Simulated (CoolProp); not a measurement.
Propylene glycol along the isobar 0.569 MPa: Z from the reference equation and from simpler models built on Tc = 674.0 K, pc = 7.292 MPa, ω = 0.327; each cubic takes its own stable root.

Values from CoolProp's reference Helmholtz-energy equation of state, Eisenbach 2021.

```tsv
T (K)	phase	reference
509	liquid	0.01217
521.8	liquid	0.01210
534.7	gas	0.9324
547.5	gas	0.9388
560.4	gas	0.9445
573.2	gas	0.9494
586	gas	0.9539
598.9	gas	0.9579
```

Question: How far does each simpler model (van der Waals, Soave-Redlich-Kwong, Peng-Robinson) lie from the reference over these 8 states: mean and median of the absolute difference, and the worst?

Answer: 
- van der Waals: mean 1942.9 %, median 2.1 %, worst +7800.0 % at 521.8 K and 0.569 MPa
- Soave-Redlich-Kwong: mean 1897.9 %, median 0.6 %, worst +7634.7 % at 521.8 K and 0.569 MPa
- Peng-Robinson: mean 1890.1 %, median 0.3 %, worst +7604.1 % at 521.8 K and 0.569 MPa

At some of these states van der Waals, Soave-Redlich-Kwong, Peng-Robinson gives the other phase, because its saturation line lies elsewhere.
